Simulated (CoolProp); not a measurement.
A closed Brayton cycle with carbon dioxide: compressor inlet 331.15 K and 8.2 MPa, high pressure 21.2 MPa, turbine inlet 685 K, compressor efficiency 0.89, turbine efficiency 0.93, recuperator effectiveness 0.95 (on enthalpy, no pinch check). Each further row changes one setting.

Model: reference Helmholtz-energy equation of state, Span 1996, in CoolProp.

| case | thermal efficiency (%) | net work (kJ/kg) | compressor to turbine work | compressor exit (K) | turbine exit (K) |
|---|---|---|---|---|---|
| as stated | 29.6 | 53.6 | 0.48 | 413.4 | 579.9 |
| turbine inlet 635 K | 26.1 | 44.1 | 0.53 | 413.4 | 534.0 |
| compressor inlet 341.15 K | 28.0 | 48.4 | 0.53 | 427.6 | 579.9 |
| high pressure 18 MPa | 29.7 | 47.2 | 0.46 | 398.8 | 597.6 |
| recuperator effectiveness 0.5 | 20.1 | 53.6 | 0.48 | 413.4 | 579.9 |
